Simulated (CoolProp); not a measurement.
Properties of hydrogen sulfide along the isotherm 224.3 K (Tc = 373.1 K, pc = 8999 kPa, ω = 0.101).

Model: reference Helmholtz-energy equation of state, Lemmon 2006, in CoolProp. It is a short technical equation, of lower accuracy than the large ones.

```tsv
p (kPa)	phase	Z	cv (kJ/(kg K))	speed of sound (m/s)
42.7	gas	0.9919	0.7461	268.5
62.7	gas	0.9881	0.7497	267.9
92	gas	0.9825	0.7551	267.0
135	gas	0.9740	0.7633	265.7
198	liquid	0.003896	1.198	1246
291	liquid	0.005725	1.198	1246
427	liquid	0.008399	1.198	1247
627	liquid	0.01233	1.198	1248
920	liquid	0.01809	1.199	1250
1350	liquid	0.02653	1.199	1252
1980	liquid	0.03888	1.199	1255
2910	liquid	0.05708	1.200	1260
4270	liquid	0.08362	1.200	1267
6270	liquid	0.1225	1.201	1276
9200	liquid	0.1792	1.203	1291
13500	liquid	0.2618	1.205	1311
```
